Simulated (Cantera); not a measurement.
# Na2SO4 + H2 + CO2 (calcination and drying)

A closed system holds: 1 mol Na2SO4, 0.18 mol H2, 1.5 mol CO2, equilibrated at 39.0 Pa.

Method: chemical equilibrium by Gibbs-energy minimisation in Cantera with the NASA 1993 tables (ideal gas, pure condensed phases). Candidate condensed phases: C, C6H6, C7H8, C8H18, H2O, H2SO4, Na, NaOH, NaO2, Na2CO3, Na2O, Na2O2, Na2S, Na2SO4, S; 131 gas species. Equilibrium is a limit: real reactors are often held back by kinetics, nucleation or transport.

From 1573 K to 2123 K nothing is condensed. The main Na-bearing gas is Na throughout.

```json
[
 {"T (K)": "1573", "x Na": "0.329", "x CO2": "0.278", "x SO2": "0.181", "x O2": "0.156", "x CO": "0.000495", "x O": "0.000209", "x NaOH": "0.0321", "x H2O": "0.0172", "x OH": "0.000393"},
 {"T (K)": "1623", "x Na": "0.339", "x CO2": "0.273", "x SO2": "0.182", "x O2": "0.159", "x CO": "0.000929", "x O": "0.000384", "x NaOH": "0.0239", "x H2O": "0.0205", "x OH": "0.000633"},
 {"T (K)": "1673", "x Na": "0.344", "x CO2": "0.270", "x SO2": "0.181", "x O2": "0.160", "x CO": "0.00170", "x O": "0.000678", "x NaOH": "0.0174", "x H2O": "0.0233", "x OH": "0.000970"},
 {"T (K)": "1723", "x Na": "0.347", "x CO2": "0.267", "x SO2": "0.180", "x O2": "0.161", "x CO": "0.00301", "x O": "0.00116", "x NaOH": "0.0126", "x H2O": "0.0253", "x OH": "0.00142"},
 {"T (K)": "1773", "x Na": "0.349", "x CO2": "0.264", "x SO2": "0.179", "x O2": "0.162", "x CO": "0.00514", "x O": "0.00191", "x NaOH": "0.00918", "x H2O": "0.0265", "x OH": "0.00201"},
 {"T (K)": "1823", "x Na": "0.350", "x CO2": "0.259", "x SO2": "0.178", "x O2": "0.163", "x CO": "0.00847", "x O": "0.00308", "x NaOH": "0.00670", "x H2O": "0.0270", "x OH": "0.00275"},
 {"T (K)": "1873", "x Na": "0.350", "x CO2": "0.253", "x SO2": "0.177", "x O2": "0.164", "x CO": "0.0134", "x O": "0.00485", "x NaOH": "0.00491", "x H2O": "0.0270", "x OH": "0.00367"},
 {"T (K)": "1923", "x Na": "0.349", "x CO2": "0.244", "x SO2": "0.175", "x O2": "0.166", "x CO": "0.0205", "x O": "0.00747", "x NaOH": "0.00361", "x H2O": "0.0265", "x OH": "0.00478"},
 {"T (K)": "1973", "x Na": "0.346", "x CO2": "0.232", "x SO2": "0.172", "x O2": "0.168", "x CO": "0.0301", "x O": "0.0113", "x NaOH": "0.00266", "x H2O": "0.0254", "x OH": "0.00608"},
 {"T (K)": "2023", "x Na": "0.343", "x CO2": "0.217", "x SO2": "0.169", "x O2": "0.171", "x CO": "0.0425", "x O": "0.0167", "x NaOH": "0.00196", "x H2O": "0.0238", "x OH": "0.00754"},
 {"T (K)": "2073", "x Na": "0.338", "x CO2": "0.198", "x SO2": "0.164", "x O2": "0.173", "x CO": "0.0573", "x O": "0.0242", "x NaOH": "0.00144", "x H2O": "0.0217", "x OH": "0.00912"},
 {"T (K)": "2123", "x Na": "0.333", "x CO2": "0.176", "x SO2": "0.159", "x O2": "0.175", "x CO": "0.0742", "x O": "0.0346", "x NaOH": "0.00104", "x H2O": "0.0190", "x OH": "0.0107"}
]
```
x: gas mole fraction; nothing condenses.
